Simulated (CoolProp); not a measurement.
Saturated liquid density (kg/m³) of ethylbenzene: the reference equation beside estimates from Tc = 617.1 K, pc = 3.622 MPa, ω = 0.304. Rackett uses Z = 0.29056 − 0.08775 ω.

Computed with CoolProp (reference Helmholtz-energy equation of state, Zhou 2012).

| T (K) | reference | Rackett | van der Waals | Redlich-Kwong | Soave-Redlich-Kwong | Peng-Robinson |
|---|---|---|---|---|---|---|
| 455.5 | 712.1 | 704.6 | 413.1 | 593.9 | 625.7 | 709.1 |
| 466.7 | 699.5 | 691.7 | 405.6 | 580.6 | 612.7 | 694.7 |
| 477.8 | 686.6 | 678.5 | 397.9 | 566.8 | 599.1 | 679.6 |
| 488.9 | 673.2 | 664.8 | 389.9 | 552.3 | 584.7 | (withheld) |
| 500.1 | 659.2 | 650.4 | 381.4 | 537.0 | 569.3 | 646.1 |
| 511.2 | (withheld) | 635.4 | 372.5 | 521.0 | 553.0 | 627.7 |
| 522.3 | 629.2 | 619.7 | 363.2 | 504.2 | 535.5 | 607.9 |
| 533.5 | 612.7 | 602.9 | 353.1 | 486.1 | 516.6 | 586.2 |
| 544.6 | 595.3 | 585.0 | 342.5 | 466.9 | 496.3 | (withheld) |
| 555.7 | 576.3 | 565.8 | 330.9 | 446.3 | 474.2 | 537.2 |
| 566.9 | 555.3 | 544.4 | 318.2 | 423.6 | 449.5 | 508.5 |
| 578 | 531.6 | 520.5 | 304.0 | 398.7 | 422.0 | 476.3 |

Q: Some entries are withheld; supply them.

A: 
- 488.9, Peng-Robinson: 663.5
- 511.2, reference: 644.6
- 544.6, Peng-Robinson: 562.9

Absolute difference from the reference over all 12 rows, mean and median: Rackett 1.5 and 1.5 %, van der Waals 42.3 and 42.2 %, Redlich-Kwong 20.0 and 19.5 %, Soave-Redlich-Kwong 15.2 and 14.6 %, Peng-Robinson 3.9 and 3.0 %.
